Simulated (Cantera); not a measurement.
Standard-state values (1 bar) from the NASA 1993 polynomials, evaluated with Cantera. Values are per mole of reaction as written; species without (g) are pure solids or liquids, kept so even where they would boil at 1 bar. ZrN: taken at fixed stoichiometry.

2 NO(g) + ZrN = 3 N(g) + ZrO2(g), with ΔH° = 1314.6 kJ and ΔS° = 273.3 J/K at 300 K.

Problem. How far is the shortcut ΔG° ≈ ΔH°(300 K) − T·ΔS°(300 K) from the full temperature-dependent value at 2150, 2200, 2250, 2300, 2350, 2400, 2450, 2500, 2550 K?

Solution. 
```
T (K)  shortcut (kJ)  full (kJ)  difference (kJ)  difference in log10 K
-----  -------------  ---------  ---------------  ---------------------
2150           727.0      720.8              6.2                  -0.15
2200           713.3      707.2              6.1                  -0.15
2250           699.7      693.6              6.1                  -0.14
2300           686.0      680.0              6.0                  -0.14
2350           672.4      666.5              5.9                  -0.13
2400           658.7      652.9              5.7                  -0.13
2450           645.0      639.4              5.6                  -0.12
2500           631.4      625.9              5.4                  -0.11
2550           617.7      612.4              5.3                  -0.11
```
The shortcut ignores the heat-capacity change of the reaction.
